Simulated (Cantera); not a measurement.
Charge: 1 mol FeS, 1400 mol H2, equilibrated at 1900 K and 1.00 bar.

These are equilibrium values from Cantera (NASA tables, ideal gas, pure condensed phases), not measurements of a reactor. Candidate condensed phases: Fe, FeS, FeS2, S; 8 gas species. The numbers say what is thermodynamically allowed, not how fast it happens.

Base state: H2 0.998, H 0.000793, H2S 0.000663, Fe 0.000111, SH 4.78e-5 (mole fractions); condensed: Fe(l).

Task: What changes in the equilibrium state with this change: temperature from 1900 K to 1950 K?

Result: 
```json
[
 {"species": "H2", "before": "0.998", "after": "0.998"},
 {"species": "H", "before": "0.000793", "after": "0.00115"},
 {"species": "H2S", "before": "0.000663", "after": "0.000649"},
 {"species": "Fe", "before": "0.000111", "after": "0.000205"},
 {"species": "SH", "before": "4.78e-5", "after": "6.10e-5"},
 {"species": "Fe(l), mol", "before": "0.844", "after": "0.713"}
]
```
